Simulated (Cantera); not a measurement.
A Cantera script and what it prints.

```python
import numpy as np
import cantera as ct

gas_names = [...]  # 110 gases of nasa_gas.yaml made of C, F, H
cond_names = """
    C(gr) C6H6(L) C7H8(L) C8H18(L),n-octa
""".split()


# ... load() reads the species with a 1 bar reference pressure and builds the phases ...
atoms = {
    'CF4': {'C': 1, 'F': 4},
    'CH4': {'C': 1, 'H': 4},
    'H2': {'H': 2},
}
top_T = {'C(gr)': 4500}  # K; cautious upper limits of use, not melting points


# ... equilibrate(T, P, feed) seeds the gas with the atoms and calls Mixture.equilibrate('TP', solver="vcs", rtol=1e-11, max_steps=5000) ...
results = []
feed = {'CF4': 1, 'CH4': 0.57, 'H2': 2.5}  # mol
P = 22000  # Pa
for T in [2500, 3000, 3500, 4000, 4500, 5000]:
    mix = equilibrate(T, P, feed)
    results.append((T, P, feed, dict(zip(mix.species_names, mix.species_moles))))

top = {s: max(r[3][s] / sum(r[3][g] for g in gas_names) for r in results) for s in gas_names}
cols = sorted((s for s in top if top[s] > 1e-05), key=lambda s: -top[s])[:5]
seen = [c for c in cond_names if any(r[3].get(c, 0) > 1e-12 for r in results)]
print("log10 of partial pressures in bar; condensed amounts in mol")
print(f"{'T/K':>10s}" + "".join(f"{s[:9]:>10s}" for s in cols + seen))
for T, P, feed, n in results:
    ng = sum(n[g] for g in gas_names)
    print(f"{T:10.4g}" + "".join(f"{np.log10(max(n[s] / ng * P / 1e5, 1e-99)):10.3f}" for s in cols)
          + "".join(f"{n.get(c, 0):10.4g}" for c in seen))
```

Result:

```
log10 of partial pressures in bar; condensed amounts in mol
       T/K        HF         H         F        H2         C     C(gr)
      2500    -0.813    -2.213    -4.479    -1.226    -6.779     1.536
      3000    -0.844    -1.497    -3.159    -1.390    -4.295     1.369
      3500    -0.964    -1.151    -2.141    -1.844    -2.685         0
      4000    -1.251    -0.986    -1.475    -2.377    -1.960         0
      4500    -1.821    -0.925    -1.235    -2.928    -1.646         0
      5000    -2.451    -0.910    -1.181    -3.436    -1.585         0
```

Method: chemical equilibrium by Gibbs-energy minimisation in Cantera with the NASA 1993 tables (ideal gas, pure condensed phases).
